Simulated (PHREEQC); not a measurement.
A solution holds 0.13 mol/kgw KF, at 25 °C. Closed to the air; pH follows from the charge balance.

Equilibrium calculation in PHREEQC: ion-association model, phreeqc.dat.

Precipitation was switched off in this run.

Q: Estimate the pH.

A: pH 8.10.
